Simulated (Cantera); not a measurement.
A closed system holds: 1 mol HgO, 0.27 mol H₂, at 1475 K and 14.0 mbar.

Method: chemical equilibrium by Gibbs-energy minimisation in Cantera with the NASA 1993 tables (ideal gas, pure condensed phases). Candidate condensed phases: H₂O, Hg, HgO; 10 gas species. The numbers say what is thermodynamically allowed, not how fast it happens.

Base state: Hg 0.612, O₂ 0.223, H₂O 0.165, OH 0.000238, O 1.15e-5 (mole fractions); condensed: gas only.

Problem. What changes in the equilibrium state with this change: H₂ from 0.27 to 0.078 mol?

Solution. 
```
species    before     after
-------  --------  --------
Hg          0.612     0.650
O₂          0.223     0.299
H₂O         0.165    0.0506
OH       0.000238  0.000142
O         1.15e-5   1.33e-5
```
